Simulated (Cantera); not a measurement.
What does this Cantera script print?

```python
import numpy as np
import cantera as ct

gas_names = """
    Electron H H+ H- HI HO2 H2 H2+ H2- H2O H2O+ H2O2 H3O+ I I2 O O+ O- OH OH+ OH- O2 O2+ O2- O3
""".split()
cond_names = """
    H2O(s) H2O(L) I2(cr) I2(L)
""".split()


def load(file, names, dense=False):
    # The tables refer to 1 bar. Condensed volumes are neglected.
    table = {s.name: s for s in ct.Species.list_from_file(file)}
    out = []
    for n in names:
        d = dict(table[n].input_data)
        d["thermo"] = dict(d["thermo"], **{"reference-pressure": 1e5})
        if dense:
            d["equation-of-state"] = {"model": "constant-volume", "density": "1e6 g/cm^3"}
        out.append(ct.Species.from_dict(d))
    return out


gas = ct.Solution(thermo="ideal-gas", species=load("nasa_gas.yaml", gas_names))
cond = {s.name: ct.Solution(thermo="fixed-stoichiometry", species=[s], name=s.name)
        for s in load("nasa_condensed.yaml", cond_names, dense=True)}
atoms = {
    'HI': {'H': 1, 'I': 1},
    'H2': {'H': 2},
    'O2': {'O': 2},
}
top_T = {}  # K; cautious upper limits of use, not melting points


def equilibrate(T, P, feed):
    n = {}
    for name, mol in feed.items():
        for a, k in atoms[name].items():
            n[a] = n.get(a, 0.0) + k * mol
    gas.TPX = T, P, n
    mass = sum(n.values()) * gas.mean_molecular_weight
    gas.equilibrate("TP")
    valid = [c for c in cond.values() if c.min_temp <= T <= top_T.get(c.name, c.max_temp)]
    mix = ct.Mixture([(gas, mass / gas.mean_molecular_weight)] + [(c, 0.0) for c in valid])
    mix.T, mix.P = T, P
    mix.equilibrate("TP", solver="vcs", rtol=1e-11, max_steps=5000)
    return mix


results = []
feed = {'HI': 1, 'H2': 0.12, 'O2': 4.5}  # mol
P = 44  # Pa
for T in [3000, 3500, 4000, 4500, 5000]:
    mix = equilibrate(T, P, feed)
    results.append((T, P, feed, dict(zip(mix.species_names, mix.species_moles))))

top = {s: max(r[3][s] / sum(r[3][g] for g in gas_names) for r in results) for s in gas_names}
cols = sorted((s for s in top if top[s] > 1e-06), key=lambda s: -top[s])[:6]
seen = [c for c in cond_names if any(r[3].get(c, 0) > 1e-12 for r in results)]
print("log10 of partial pressures in bar; condensed amounts in mol")
print(f"{'T/K':>10s}" + "".join(f"{s[:9]:>10s}" for s in cols + seen))
for T, P, feed, n in results:
    ng = sum(n[g] for g in gas_names)
    print(f"{T:10.4g}" + "".join(f"{np.log10(max(n[s] / ng * P / 1e5, 1e-99)):10.3f}" for s in cols)
          + "".join(f"{n.get(c, 0):10.4g}" for c in seen))
```

Result:

```
log10 of partial pressures in bar; condensed amounts in mol
       T/K         O         H         I        O2        OH        H2
      3000    -3.467    -4.315    -4.397    -5.042    -5.966    -7.027
      3500    -3.454    -4.314    -4.407    -6.293    -7.076    -8.171
      4000    -3.453    -4.314    -4.407    -7.252    -7.922    -9.033
      4500    -3.453    -4.314    -4.407    -7.999    -8.583    -9.705
      5000    -3.453    -4.314    -4.407    -8.597    -9.114   -10.245
```

Equilibrium computed with Cantera from the NASA thermochemical tables; the gas is ideal and each condensed phase is pure.
